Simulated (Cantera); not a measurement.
A Cantera script and what it prints.

```python
import numpy as np
import cantera as ct

gas_names = [...]  # 114 gases of nasa_gas.yaml made of C, Fe, H, O
cond_names = """
    C(gr) C6H6(L) C7H8(L) C8H18(L),n-octa Fe(a) Fe(c) Fe(d) Fe(L) FeC5O5(L) FeO(s) FeO(L) Fe(OH)2(s)
    Fe(OH)3(s) Fe2O3(s) Fe3O4(s) H2O(s) H2O(L)
""".split()


# ... load() reads the species with a 1 bar reference pressure and builds the phases ...
atoms = {
    'Fe2O3': {'Fe': 2, 'O': 3},
    'CH4': {'C': 1, 'H': 4},
    'H2': {'H': 2},
}
top_T = {'C(gr)': 4500, 'Fe2O3(s)': 1830, 'Fe3O4(s)': 1870}  # K; cautious upper limits of use, not melting points


# ... equilibrate(T, P, feed) seeds the gas with the atoms and calls Mixture.equilibrate('TP', solver="vcs", rtol=1e-11, max_steps=5000) ...
results = []
feed = {'Fe2O3': 1, 'CH4': 0.71, 'H2': 0.37}  # mol
P = 910  # Pa
for T in [1700, 1750, 1800, 1850, 1900, 1950, 2000, 2050, 2100, 2150, 2200, 2250, 2300]:
    mix = equilibrate(T, P, feed)
    results.append((T, P, feed, dict(zip(mix.species_names, mix.species_moles))))

top = {s: max(r[3][s] / sum(r[3][g] for g in gas_names) for r in results) for s in gas_names}
cols = sorted((s for s in top if top[s] > 1e-06), key=lambda s: -top[s])[:6]
seen = [c for c in cond_names if any(r[3].get(c, 0) > 1e-12 for r in results)]
print("log10 of partial pressures in bar; condensed amounts in mol")
print(f"{'T/K':>10s}" + "".join(f"{s[:9]:>10s}" for s in cols + seen))
for T, P, feed, n in results:
    ng = sum(n[g] for g in gas_names)
    print(f"{T:10.4g}" + "".join(f"{np.log10(max(n[s] / ng * P / 1e5, 1e-99)):10.3f}" for s in cols)
          + "".join(f"{n.get(c, 0):10.4g}" for c in seen))
```

Output:

```
log10 of partial pressures in bar; condensed amounts in mol
       T/K        H2       H2O        CO        Fe         H       CO2     Fe(d)     Fe(L)    FeO(L)
      1700    -2.354    -2.683    -2.644    -5.201    -5.009    -3.507    0.3651         0     1.633
      1750    -2.353    -2.688    -2.641    -4.856    -4.810    -3.535    0.3518         0     1.644
      1800    -2.352    -2.694    -2.639    -4.531    -4.622    -3.562    0.3367         0     1.655
      1850    -2.355    -2.694    -2.638    -4.233    -4.446    -3.581         0    0.3274     1.656
      1900    -2.360    -2.695    -2.640    -3.953    -4.280    -3.599         0    0.3131     1.655
      1950    -2.367    -2.698    -2.643    -3.689    -4.124    -3.618         0    0.2866     1.655
      2000    -2.378    -2.706    -2.651    -3.438    -3.978    -3.640         0    0.2393     1.654
      2050    -2.395    -2.721    -2.664    -3.201    -3.842    -3.668         0     0.156     1.654
      2100    -2.423    -2.746    -2.687    -2.975    -3.718    -3.704         0  0.008737     1.653
      2150    -2.482    -2.700    -2.716    -2.864    -3.616    -3.642         0         0      1.54
      2200    -2.555    -2.656    -2.750    -2.775    -3.527    -3.573         0         0     1.402
      2250    -2.642    -2.620    -2.789    -2.701    -3.450    -3.503         0         0     1.243
      2300    -2.745    -2.595    -2.837    -2.640    -3.386    -3.436         0         0     1.061
```

Method: chemical equilibrium by Gibbs-energy minimisation in Cantera with the NASA 1993 tables (ideal gas, pure condensed phases). Each liquid is taken as pure. Mutual solubility and eutectic melting of coexisting phases are not modelled. The tables' stoichiometric FeO is somewhat more stable than real wüstite, so its field is too wide. FeO: taken at fixed stoichiometry.
